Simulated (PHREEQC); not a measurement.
Make-up at 15 °C: 0.0043 mol/kgw (NH4)2SO4. Closed to the air; pH follows from the charge balance.

The numbers come from PHREEQC with the ion-association model, wateq4f.dat.

**Question.** The ionic strength comes out as 0.0123 mol/kgw. What activity coefficients do H+, NH4SO4-, NH4+, SO4-2 get?

**Answer.** H+ 0.91, NH4SO4- 0.90, NH4+ 0.90, SO4-2 0.65.

No solid was allowed to form. Species that the database lacks are ignored.
